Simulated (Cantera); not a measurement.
**Ignition delay**

Mixture: 13.4 % H2, 11.6 % O2, 75.0 % N2, equivalence ratio 0.58, at 1.00 bar, adiabatic and at constant volume. Ignition delay is the time to a rise of 400 K.

Model: GRI-Mech 3.0 (53 species, 325 reactions), integrated in Cantera. Where the delays flatten at high temperature, the 400 K rule measures the pace of heat release, not the induction time.

| T0 (K) | delay (ms) |
|---|---|
| 1075 | 0.163 |
| 1175 | 0.0826 |
| 1275 | 0.0536 |
| 1375 | 0.0408 |
| 1475 | 0.0355 |
| 1575 | 0.0342 |
